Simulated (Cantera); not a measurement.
## Thermodynamics of silicon nitride deposition, feed SiCl4 + NH3 + H2

Input: 1 mol SiCl4, a varied amount of NH3, 83 mol H2, held at 57.0 Torr.

Cantera equilibrium calculation (NASA polynomials, part measured and part estimated; ideal gas, pure solids and liquids). Candidate condensed phases: NH4Cl, Si, Si3N4; 28 gas species. Mutual solubility and eutectic melting of coexisting phases are not modelled. The tables' values for SiCl3 are old estimates. The numbers say what is thermodynamically allowed, not how fast it happens.

Task: Map the stable condensed phases over T = 1300, 1325, 1350, 1375, 1400, 1425, 1450, 1475, 1500, 1525, 1550 K and n(NH3) in mol = 0.26, 0.32, 0.38, 0.45, 0.54, 0.64, 0.77, 0.92, 1.1, 1.3.

Result: 
```
T in K \ n(NH3) in mol
         0.26 0.32 0.38 0.45 0.54 0.64 0.77 0.92  1.1  1.3
   1550     A    B    B    B    B    B    B    B    C    C
   1525     B    B    B    B    B    B    B    B    C    C
   1500     B    B    B    B    B    B    B    C    C    C
   1475     B    B    B    B    B    B    B    C    C    C
   1450     B    B    B    B    B    B    B    C    C    C
   1425     B    B    B    B    B    B    B    C    C    C
   1400     B    B    B    B    B    B    B    C    C    C
   1375     B    B    B    B    B    B    B    C    C    C
   1350     B    B    B    B    B    B    B    C    C    C
   1325     B    B    B    B    B    B    B    C    C    C
   1300     B    B    B    B    B    B    B    C    C    C
```
A: Si; B: Si + Si3N4; C: Si3N4.
